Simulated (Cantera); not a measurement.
**Ignition delay**

Mixture: 5.61 % C2H4, 17.0 % O2, 63.9 % N2, 13.5 % H2O, equivalence ratio 0.99, at 3750 Torr, adiabatic and at constant pressure. Ignition delay is the time to a rise of 400 K.

Computed with Cantera and GRI-Mech 3.0 (53 species, 325 reactions). GRI-Mech 3.0 was tuned for natural gas; its chemistry of ethylene as a main component is partial and can be far from experiment.

| T0 (K) | delay (ms) |
|---|---|
| 1175 | 1.21 |
| 1250 | 0.252 |
| 1325 | 0.0595 |
| 1400 | 0.0196 |
| 1475 | 0.0101 |
| 1550 | 0.00652 |
| 1625 | 0.00466 |
| 1700 | 0.00354 |
| 1775 | 0.00280 |

```yaml
apparent activation energy between 1625 and 1775 K: 82 kJ/mol
```
